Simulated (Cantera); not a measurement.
Charge: 1 mol NaCl, 0.35 mol HCl, 0.19 mol N₂, equilibrated at 75.0 Torr.

These are equilibrium values from Cantera (NASA tables, ideal gas, pure condensed phases), not measurements of a reactor. Candidate condensed phases: NH₄Cl, Na, NaCl; 17 gas species. Kinetics and transport are ignored.

Problem. At 1975 K, list the 5 most abundant gas species with their mole fractions, and the condensed phases.

Solution. NaCl 0.642, HCl 0.217, N₂ 0.123, Cl 0.0103, H₂ 0.00462. Condensed: gas only.
